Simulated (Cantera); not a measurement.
An isothermal, constant-pressure homogeneous reactor starts with H₂ : O₂ : N₂ = 1 : 1 : 6.9 (molar parts), equivalence ratio 0.50, at 898 K and 578 Torr.

Cantera simulation using GRI-Mech 3.0 (53 species, 325 reactions); the numbers are that mechanism's predictions, not measurements. Below about 950 K walls govern HO2 and H2O2 in real vessels. The temperature is held fixed by assumption; the heat of reaction is taken as removed at once.

**Question.** Predict: x(H₂) at 2.00 s; x(O₂) at 2.00 s; x(N₂O) at 2.00 s; x(OH) at 2.00 s; x(O) at 2.00 s.

**Answer.** 
```json
{
 "x(H₂) at 2.00 s": "0.0604 (gas-phase equilibrium 1.66e-12)",
 "x(O₂) at 2.00 s": "0.0877 (gas-phase equilibrium 0.0595)",
 "x(N₂O) at 2.00 s": "3.53e-9 (gas-phase equilibrium 4.07e-10)",
 "x(OH) at 2.00 s": "3.58e-8 (gas-phase equilibrium 1.07e-8)",
 "x(O) at 2.00 s": "4.23e-8 (gas-phase equilibrium 1.40e-12)"
}
```
